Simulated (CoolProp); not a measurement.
Vapour-liquid equilibrium of isobutene (1) + acetone (2) at 2.89 bar; x and y are mole fractions of (1).

The numbers come from the multi-fluid Helmholtz-energy mixture model, Lemmon 2005 and Lemmon 2006; pair parameters Bell 2016 in CoolProp.

Q: Give the bubble temperature and the first vapour's composition at x = 0.2, 0.35, 0.5. Is there an azeotrope?

A: x = 0.2: 323.3 K, y = 0.746; x = 0.35: 311.8 K, y = 0.851; x = 0.5: 306.4 K, y = 0.892. No azeotrope shows between x = 0.05 and 0.95.

The pair parameters rest on a limited set of measurements; away from them the model extrapolates. With so large a gap from Raoult's law the liquid may split in two, which this calculation doesn't test in full.
